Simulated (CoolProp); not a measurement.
Sulfur hexafluoride along the isobar 3.36 MPa: Z from the reference equation and from simpler models built on Tc = 318.7 K, pc = 3.755 MPa, ω = 0.210; each cubic takes its own stable root.

The numbers come from the reference Helmholtz-energy equation of state, Guder 2009 in CoolProp.

```tsv
T (K)	phase	reference	van der Waals	Redlich-Kwong	Soave-Redlich-Kwong	Peng-Robinson
250.3	liquid	0.1366	0.2091	0.1486	0.1438	0.1271
264.3	liquid	0.1357	0.2078	0.1498	0.1446	0.1278
278.3	liquid	0.1366	0.2096	0.1537	0.1482	0.1311
292.3	liquid	0.1403	0.2166	0.1624	0.1566	0.1388
306.3	liquid	0.1511	0.2390	0.1842	0.1776	0.1584
320.3	gas	0.5727	0.6109	0.5764	0.5784	0.5505
334.3	gas	0.6757	0.6824	0.6660	0.6775	0.6503
348.3	gas	0.7374	0.7301	0.7228	0.7390	0.7128
362.3	gas	0.7817	0.7660	0.7645	0.7838	0.7585
```
